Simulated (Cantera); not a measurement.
# Equilibrium for hydrogen reduction and annealing atmospheres: FeS2 + H2 + H2O

A closed system holds: 1 mol FeS2, 58 mol H2, 0.19 mol H2O, at 1375 K and 0.0100 bar.

Equilibrium computed with Cantera from the NASA thermochemical tables; the gas is ideal and each condensed phase is pure. Candidate condensed phases: Fe, FeO, Fe(OH)2, Fe(OH)3, FeS, FeSO4, FeS2, Fe2O3, Fe2(SO4)3, Fe3O4, H2O, H2SO4, S; 22 gas species. FeS: taken at fixed stoichiometry. The numbers say what is thermodynamically allowed, not how fast it happens.

```yaml
x(H2): 0.980
x(H2S): 0.0159
x(H2O): 0.00326
x(S2): 0.000532
x(SH): 0.000215
x(H): 3.39e-5
x(S): 1.93e-6
n(FeS(s)): 1.000 mol
gas_amount: 58.23 mol
log10 activity of Fe(γ) (absent): -0.21
log10 activity of S(l) (absent): -3.70
log10 activity of Fe(OH)2(s) (absent): -12.18
```
